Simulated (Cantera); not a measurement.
A closed system holds: 1 mol SiH4, 39 mol NH3, 1 mol H2, equilibrated at 1398 K and 2300 Pa.

These are equilibrium values from Cantera (NASA tables, ideal gas, pure condensed phases), not measurements of a reactor. Candidate condensed phases: Si, Si3N4; 18 gas species. Kinetics and transport are ignored.

Base state: H2 0.766, N2 0.234, H 2.73e-5 (mole fractions); condensed: Si3N4(s).

### Question
What changes in the equilibrium state with this change: SiH4 replaced by SiH2Cl2?

### Answer
```csv
species,before,after
H2,0.766,0.741
N2,0.234,0.234
HCl,0,0.0248
SiCl2,0,2.48e-5
H,2.73e-5,2.69e-5
"Si3N4(s), mol",0.333,0.333
```
Further candidate phases: NH4Cl.
